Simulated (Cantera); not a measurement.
Feed: 1 mol HMDSO, 0.094 mol O2, 41 mol N2, 17 mol NO, held at 9.80 Pa.

Equilibrium computed with Cantera from the NASA thermochemical tables; the gas is ideal and each condensed phase is pure. Candidate condensed phases: C, C6H6, C7H8, C8H18, H2O, Si, SiC, SiO2, Si2N2O, Si3N4; 151 gas species. The feed counts by its element totals alone. The tables hold silica as quartz up to 1696 K and as liquid above; real silica turns to tridymite and cristobalite and melts near 1996 K. The numbers say what is thermodynamically allowed, not how fast it happens.

x: gas mole fraction; n: condensed amount in mol.

```csv
T (°C),x N2,x H2O,x H2,x CO2,x CO,x H,x SiO,n SiO2(α-quartz),n SiO2(β-quartz),n SiO2(condensed)
525,0.767,0.0573,0.0822,0.0697,0.0234,7.72e-11,<1e-12,2.00,0,0
625,0.767,0.0648,0.0748,0.0622,0.0309,3.02e-9,<1e-12,0,2.00,0
725,0.767,0.0711,0.0684,0.0559,0.0372,5.69e-8,<1e-12,0,2.00,0
825,0.767,0.0763,0.0633,___,___,___,___,0,2.00,0
925,0.767,0.0805,0.0591,0.0465,0.0466,4.67e-6,2.13e-10,0,2.00,0
1025,0.767,0.0839,0.0556,0.0430,0.0500,___,___,0,2.00,0
1125,0.767,0.0867,0.0527,0.0402,0.0528,0.000110,4.46e-7,0,2.00,0
1225,0.767,0.0890,0.0503,0.0379,0.0551,0.000389,9.32e-6,0,2.00,0
1325,0.767,0.0909,0.0479,0.0360,0.0569,0.00118,0.000131,0,1.99,0
1425,0.765,0.0925,0.0449,0.0349,0.0578,0.00309,0.00131,0,0,1.92
```

Question: Fill in the missing entries.

Answer: 
- 825, x CO2: 0.0507
- 825, x CO: 0.0423
- 825, x H: 6.28e-7
- 825, x SiO: 1.59e-12
- 1025, x H: 2.55e-5
- 1025, x SiO: 1.32e-8
